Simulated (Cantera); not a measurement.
Charge: 1 mol Na₂SO₄, 0.35 mol H₂O, a varied amount of O₂, held at 7.50 Torr.

Equilibrium computed with Cantera from the NASA thermochemical tables; the gas is ideal and each condensed phase is pure. Candidate condensed phases: H₂O, H₂SO₄, Na, NaOH, NaO₂, Na₂O, Na₂O₂, Na₂S, Na₂SO₄, S; 27 gas species. Equilibrium is a limit: real reactors are often held back by kinetics, nucleation or transport.

Stable condensed phases, one row left out:

```
T in K \ n(O₂) in mol
         0.048 0.079  0.13  0.22  0.36   0.6  0.99   1.7   2.7   4.6   7.6    13
   1775      A     A     A     A     A     A     A     A     A     A     A     A
   1725      B     B     B     B     B     B     B     B     B     A     A     A
   1625      B     B     B     B     B     B     B     B     B     B     B     B
   1575      B     B     B     B     B     B     B     B     B     B     B     B
   1525      B     B     B     B     B     B     B     B     B     B     B     B
   1475      B     B     B     B     B     B     B     B     B     B     B     B
   1425      B     B     B     B     B     B     B     B     B     B     B     B
   1375      B     B     B     B     B     B     B     B     B     B     B     B
   1325      B     B     B     B     B     B     B     B     B     B     B     B
   1275      B     B     B     B     B     B     B     B     B     B     B     B
   1225      B     B     B     B     B     B     B     B     B     B     B     B
   1175      B     B     B     B     B     B     B     B     B     B     B     B
```

A: gas only; B: Na₂SO₄.

Question: Give the row for 1675 K.

Answer: 0.048: Na₂SO₄; 0.079: Na₂SO₄; 0.13: Na₂SO₄; 0.22: Na₂SO₄; 0.36: Na₂SO₄; 0.6: Na₂SO₄; 0.99: Na₂SO₄; 1.7: Na₂SO₄; 2.7: Na₂SO₄; 4.6: Na₂SO₄; 7.6: Na₂SO₄; 13: gas only.
